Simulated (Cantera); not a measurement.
Charge: 1 mol SO2, 0.64 mol N2, at 1873 K and 750 Torr.

Method: chemical equilibrium by Gibbs-energy minimisation in Cantera with the NASA 1993 tables (ideal gas, pure condensed phases). Candidate condensed phases: S; 17 gas species. Kinetics and transport are ignored.

Base state: SO2 0.608, N2 0.390, SO 0.00122, O2 0.000469, NO 0.000175, SO3 0.000108 (mole fractions); condensed: gas only.

### Question
What changes in the equilibrium state with this change: temperature from 1873 K to 2450 K?

### Answer
```json
[
 {"species": "SO2", "before": "0.608", "after": "0.578"},
 {"species": "N2", "before": "0.390", "after": "0.384"},
 {"species": "SO", "before": "0.00122", "after": "0.0238"},
 {"species": "O2", "before": "0.000469", "after": "0.0101"},
 {"species": "S", "before": "9.06e-7", "after": "0.000254"},
 {"species": "O", "before": "5.12e-6", "after": "0.00113"},
 {"species": "S2", "before": "4.79e-7", "after": "5.14e-5"},
 {"species": "S2O", "before": "6.65e-7", "after": "2.01e-5"},
 {"species": "NO", "before": "0.000175", "after": "0.00321"}
]
```
